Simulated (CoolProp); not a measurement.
Computed with CoolProp (reference Helmholtz-energy equation of state, Lemmon 2006). It is a short technical equation, of lower accuracy than the large ones.

For hydrogen sulfide, give the phase and the density (kg/m³), cp (kJ/(kg K)), speed of sound (m/s) at 428.8 K and 2.05 MPa; 428.8 K and 12.3 MPa.


- 428.8 K and 2.05 MPa: gas; density 20.6, cp 1.14, speed of sound 359
- 428.8 K and 12.3 MPa: supercritical; density 183, cp 2.46, speed of sound 317
